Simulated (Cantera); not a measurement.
**Stirred combustor or abatement burner**

A perfectly stirred reactor is fed with CO : H2 : O2 : N2 = 1.6 : 0.079 : 0.49 : 1.84 (molar parts), equivalence ratio 1.7, at 0.661 atm; it is adiabatic with a 648 K inlet, and is followed from long to short residence time, starting on the burning branch (τ in s: 0.12, 0.038, 0.012, 0.0041, 0.0013, 0.00043, 0.00014, 4.6e-05, 1.5e-05, 4.8e-06).

Computed with Cantera and GRI-Mech 3.0 (53 species, 325 reactions).

```csv
τ (s),T (K),x CO,x H2,x O2,x H,x OH
0.12,2452,0.206,0.00244,0.00378,0.00181,0.00256
0.038,2403,0.210,0.00250,0.00615,0.00256,0.00317
0.012,2296,0.220,0.00263,0.0112,0.00436,0.00402
0.0041,2137,0.232,0.00279,0.0177,0.00775,0.00450
0.0013,1919,0.246,0.00278,0.0243,0.0140,0.00411
0.00043,1675,0.259,0.00235,0.0307,0.0219,0.00288
0.00014,1358,0.300,0.00262,0.0551,0.0199,0.00156
4.6e-5,648,0.399,0.0197,0.122,<1e-12,<1e-12
1.5e-5,648,0.399,0.0197,0.122,<1e-12,<1e-12
4.8e-6,648,0.399,0.0197,0.122,<1e-12,<1e-12
```
x: mole fraction; the columns are a selection and need not sum to one.
